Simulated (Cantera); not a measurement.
A closed system holds: 1 mol SiH4, 17 mol N2, held at 1150 K and 1.60 mbar.

Cantera equilibrium calculation (NASA polynomials, part measured and part estimated; ideal gas, pure solids and liquids). Candidate condensed phases: Si, Si3N4; 18 gas species. N2 is the only nitrogen source here; it is nearly inert below about 1500 K, so the nitride shown seldom forms there in practice. Kinetics and transport are ignored.

Base state: N2 0.891, H2 0.109 (mole fractions); condensed: Si3N4(s).

What changes in the equilibrium state with this change: SiH4 replaced by Si3H8?


```tsv
species	before	after
N2	0.891	0.789
H2	0.109	0.211
Si3N4(s), mol	0.333	1.00
```
The feed counts by its element totals alone.
